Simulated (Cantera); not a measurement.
Input: 1 mol CaCl₂, 1.8 mol N₂, at 75.0 Pa.

Cantera equilibrium calculation (NASA polynomials, part measured and part estimated; ideal gas, pure solids and liquids). Candidate condensed phases: Ca, CaCl₂; 8 gas species. Kinetics and transport are ignored.

Which condensed phases are stable at each of these points (T (°C)): 427, 577, 727, 877, 1027, 1177, 1327, 1477, 1627, 1777?


| T (°C) | condensed phases | Ca condensed (%) |
|---|---|---|
| 427 | CaCl₂(s) | 100.0 |
| 577 | CaCl₂(s) | 100.0 |
| 727 | CaCl₂(s) | 100.0 |
| 877 | CaCl₂(l) | 99.5 |
| 1027 | CaCl₂(l) | 85.0 |
| 1177 | gas only | 0.0 |
| 1327 | gas only | 0.0 |
| 1477 | gas only | 0.0 |
| 1627 | gas only | 0.0 |
| 1777 | gas only | 0.0 |

From 427 °C to 727 °C the condensed part is CaCl₂(s). From 877 °C to 1027 °C the condensed part is CaCl₂(l). From 1177 °C to 1777 °C nothing is condensed.
